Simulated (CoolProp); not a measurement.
Vapour-liquid equilibrium of carbon dioxide (1) + n-butane (2) at 279.9 K; x and y are mole fractions of (1).

Computed with CoolProp (multi-fluid Helmholtz-energy mixture model, Span 1996 and Bücker 2006; pair parameters Kunz 2012).

```json
[
 {"x": "0.05", "bubble pressure, mixture model (MPa)": "0.4323", "bubble pressure, Raoult's law (MPa)": "0.3332", "y, mixture model": "[?]", "y, Raoult's law": "0.623"},
 {"x": "0.2", "bubble pressure, mixture model (MPa)": "[?]", "bubble pressure, Raoult's law (MPa)": "0.9359", "y, mixture model": "0.890", "y, Raoult's law": "0.887"},
 {"x": "0.35", "bubble pressure, mixture model (MPa)": "[?]", "bubble pressure, Raoult's law (MPa)": "1.539", "y, mixture model": "0.925", "y, Raoult's law": "0.944"},
 {"x": "0.5", "bubble pressure, mixture model (MPa)": "[?]", "bubble pressure, Raoult's law (MPa)": "2.141", "y, mixture model": "0.940", "y, Raoult's law": "0.969"},
 {"x": "0.65", "bubble pressure, mixture model (MPa)": "[?]", "bubble pressure, Raoult's law (MPa)": "2.744", "y, mixture model": "0.951", "y, Raoult's law": "0.983"},
 {"x": "0.8", "bubble pressure, mixture model (MPa)": "3.314", "bubble pressure, Raoult's law (MPa)": "3.347", "y, mixture model": "0.965", "y, Raoult's law": "0.992"},
 {"x": "0.95", "bubble pressure, mixture model (MPa)": "3.901", "bubble pressure, Raoult's law (MPa)": "3.949", "y, mixture model": "0.988", "y, Raoult's law": "0.998"}
]
```

Question: Fill in the missing entries.

Answer: 
- 0.05, y, mixture model: 0.684
- 0.2, bubble pressure, mixture model (MPa): 1.304
- 0.35, bubble pressure, mixture model (MPa): 1.981
- 0.5, bubble pressure, mixture model (MPa): 2.464
- 0.65, bubble pressure, mixture model (MPa): 2.869

The largest gap from Raoult's law is +39.3 % in bubble pressure, at x = 0.2. No azeotrope shows between x = 0.05 and 0.95.

Pair parameters are fitted to limited data, so mixtures are less certain than the pure fluids. The gap from Raoult's law changes sign with composition, which may be real or a fault of the pair parameters; it wasn't checked against measurements.
